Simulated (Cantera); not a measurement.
# Adiabatic ignition

An adiabatic, constant-volume homogeneous reactor starts with C3H8 : O2 : N2 = 1 : 14.3 : 53.7 (molar parts), equivalence ratio 0.35, at 1350 K and 500000 Pa.

Model: GRI-Mech 3.0 (53 species, 325 reactions), integrated in Cantera. GRI-Mech 3.0 was tuned for natural gas; its chemistry of propane as a main component is partial and can be far from experiment.

```tsv
t (s)	T (K)	P (bar)	x C3H8	x O2	x H2O2	x CH4	x CH3	x CO2	x HCO
3.00e-6	1350	5.00	0.0145	0.207	8.54e-8	2.46e-7	1.55e-5	8.67e-10	7.08e-12
7.98e-6	1350	5.00	0.0144	0.207	6.53e-7	1.99e-6	4.49e-5	1.68e-8	1.18e-10
2.12e-5	1349	5.00	0.0142	0.207	2.32e-6	1.65e-5	0.000120	4.17e-7	2.65e-9
5.64e-5	1351	5.01	0.0134	0.206	3.04e-6	9.64e-5	0.000157	3.46e-6	1.77e-8
0.000150	1388	5.19	0.00741	0.200	5.43e-5	0.000668	0.000311	6.98e-5	1.22e-6
0.000399	2325	8.75	<1e-12	0.132	2.80e-7	<1e-12	<1e-12	0.0423	3.66e-11
0.00106	2324	8.74	<1e-12	0.132	2.79e-7	<1e-12	<1e-12	0.0423	3.63e-11
0.00282	2322	8.74	<1e-12	0.131	2.77e-7	<1e-12	<1e-12	0.0423	3.54e-11
0.00751	2316	8.72	<1e-12	0.130	2.72e-7	<1e-12	<1e-12	0.0423	3.34e-11
0.0200	2307	8.68	<1e-12	0.129	2.64e-7	<1e-12	<1e-12	0.0423	3.00e-11
0.0531	2297	8.64	<1e-12	0.127	2.55e-7	<1e-12	<1e-12	0.0423	2.67e-11
0.141	2293	8.63	<1e-12	0.126	2.52e-7	<1e-12	<1e-12	0.0423	2.58e-11
0.376	2293	8.63	<1e-12	0.126	2.52e-7	<1e-12	<1e-12	0.0423	2.58e-11
1.00	2293	8.63	<1e-12	0.126	2.52e-7	<1e-12	<1e-12	0.0423	2.58e-11
```
x: mole fraction; the columns are a selection and need not sum to one.

The time of steepest temperature rise is 0.170 ms. The temperature at 1.00 s is 2293 K. The equilibrium temperature is 2293 K, the x(C3H8) at 1.00 s is <1e-12 (gas-phase equilibrium <1e-12) and the x(O2) at 1.00 s comes out as 0.126 (gas-phase equilibrium 0.126). The x(H2O2) at 1.00 s comes out as 2.52e-7 (gas-phase equilibrium 2.52e-7).
